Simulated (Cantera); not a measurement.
Feed: 1 mol Si, 0.66 mol O2, 510 mol N2, 0.087 mol H2O, held at 1 atm.

Cantera equilibrium calculation (NASA polynomials, part measured and part estimated; ideal gas, pure solids and liquids). Candidate condensed phases: H2O, Si, SiO2, Si2N2O, Si3N4; 35 gas species. Mutual solubility and eutectic melting of coexisting phases are not modelled. The tables hold silica as quartz up to 1696 K and as liquid above; real silica turns to tridymite and cristobalite and melts near 1996 K. The numbers say what is thermodynamically allowed, not how fast it happens.

Q: Which condensed phases are stable at each of these points (T (K)): 1748, 1798, 1848, 1898, 1948, 1998, 2048?

A: 
```
T (K)             condensed phases  Si condensed (%)
-----  ---------------------------  ----------------
1748   SiO2(condensed) + Si2N2O(s)              67.6
1798               SiO2(condensed)              40.7
1848               SiO2(condensed)              40.7
1898               SiO2(condensed)              40.6
1948               SiO2(condensed)              40.5
1998                       SiO2(l)              40.2
2048                       SiO2(l)              39.7
```

At 1748 K the condensed part is SiO2(condensed) + Si2N2O(s). From 1798 K to 1948 K the condensed part is SiO2(condensed). From 1998 K to 2048 K the condensed part is SiO2(l).
